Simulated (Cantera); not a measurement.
What does this Cantera script print?

```python
import numpy as np
import cantera as ct

gas_names = [...]  # 113 gases of nasa_gas.yaml made of C, H, O, Ti
cond_names = """
    C(gr) C6H6(L) C7H8(L) C8H18(L),n-octa H2O(s) H2O(L) Ti(a) Ti(b) Ti(L) TiC(s) TiC(L) TiO(a) TiO(b)
    TiO(L) TiO2(ru) TiO2(L) Ti2O3(a) Ti2O3(b) Ti2O3(L) Ti3O5(a) Ti3O5(b) Ti3O5(L) Ti4O7(s) Ti4O7(L)
""".split()


# ... load() reads the species with a 1 bar reference pressure and builds the phases ...
atoms = {
    'Ti(OiPr)4': {'Ti': 1, 'C': 12, 'H': 28, 'O': 4},
    'H2': {'H': 2},
}
top_T = {'C(gr)': 4500}  # K; cautious upper limits of use, not melting points


# ... equilibrate(T, P, feed) seeds the gas with the atoms and calls Mixture.equilibrate('TP', solver="vcs", rtol=1e-11, max_steps=5000) ...
results = []
feed = {'Ti(OiPr)4': 1, 'H2': 99}  # mol
T = 1023.15  # K
P = 13332.2  # Pa
mix = equilibrate(T, P, feed)
results.append((T, P, feed, dict(zip(mix.species_names, mix.species_moles))))
print(gas.report(threshold=1e-06))
for i in range(1, mix.n_phases):
    print(f"{mix.phase(i).name:16s} {mix.phase_moles(i):12.5e} mol")
```

Result:

```
       temperature   1023.1 K
          pressure   13332 Pa
           density   0.0040734 kg/m^3
  mean mol. weight   2.5991 kg/kmol
   phase of matter   gas

                          1 kg             1 kmol
                     ---------------   ---------------
          enthalpy         7.256e+06        1.8859e+07  J
   internal energy         3.983e+06        1.0352e+07  J
           entropy             71896        1.8687e+05  J/K
    Gibbs function       -6.6305e+07       -1.7233e+08  J
 heat capacity c_p             11831             30750  J/K
 heat capacity c_v            8632.1             22436  J/K

                      mass frac. Y      mole frac. X     chem. pot. / RT
                     ---------------   ---------------   ---------------
               CH4          0.058357         0.0094543           -40.765
                CO           0.18255          0.016939           -44.747
               CO2        0.00023103        1.3644e-05           -87.938
                H2            0.7547           0.97299           -19.605
               H2O         0.0041588        0.00060001           -62.797
     [ +108 minor]        1.1726e-06        1.1898e-07

C(gr)             8.99344e+00 mol
Ti(a)             0.00000e+00 mol
TiC(s)            0.00000e+00 mol
TiO(a)            0.00000e+00 mol
TiO2(ru)          1.00000e+00 mol
Ti2O3(b)          0.00000e+00 mol
Ti3O5(b)          0.00000e+00 mol
Ti4O7(s)          0.00000e+00 mol
```

Method: chemical equilibrium by Gibbs-energy minimisation in Cantera with the NASA 1993 tables (ideal gas, pure condensed phases). The feed counts by its element totals alone.
